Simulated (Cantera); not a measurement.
**Ignition delay**

Mixture: CH4 : CO : O2 : N2 = 1 : 0.98 : 1.66 : 6.24 (molar parts), equivalence ratio 1.5, at 1000000 Pa, adiabatic and at constant volume. Ignition delay is the time to a rise of 400 K.

Model: GRI-Mech 3.0 (53 species, 325 reactions), integrated in Cantera.

```csv
T0 (K),delay (ms)
1250,5.42
1300,2.76
1350,1.46
1400,0.797
1450,0.448
1500,0.259
1550,0.154
1600,0.0936
```

apparent activation energy between 1500 and 1600 K: 200 kJ/mol
